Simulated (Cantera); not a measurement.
A closed system holds: 1 mol SiC, 0.039 mol O₂, 84 mol N₂, held at 1.60e-6 bar.

Cantera equilibrium calculation (NASA polynomials, part measured and part estimated; ideal gas, pure solids and liquids). Candidate condensed phases: C, Si, SiC, SiO₂, Si₂N₂O, Si₃N₄; 34 gas species. N₂ is the only nitrogen source here; it is nearly inert below about 1500 K, so the nitride shown seldom forms there in practice. Mutual solubility and eutectic melting of coexisting phases are not modelled. Rates play no part.

### Question
Which condensed phases are stable at each of these points (T (K)): 1173, 1248, 1323, 1398, 1473, 1548, 1623, 1698, 1773, 1848, 1923, 1998?

### Answer
```tsv
T (K)	condensed phases	Si condensed (%)
1173	SiC(s) + Si₂N₂O(s)	99.9
1248	SiC(s) + Si₂N₂O(s)	97.3
1323	SiC(s)	96.1
1398	SiC(s)	95.8
1473	SiC(s)	94.6
1548	SiC(s)	92.6
1623	C(graphite) + SiC(s)	90.5
1698	C(graphite) + SiC(s)	47.9
1773	C(graphite)	0.0
1848	C(graphite)	0.0
1923	C(graphite)	0.0
1998	C(graphite)	0.0
```

From 1173 K to 1248 K the condensed part is SiC(s) + Si₂N₂O(s). From 1323 K to 1548 K the condensed part is SiC(s). From 1623 K to 1698 K the condensed part is C(graphite) + SiC(s). From 1773 K to 1998 K the condensed part is C(graphite).
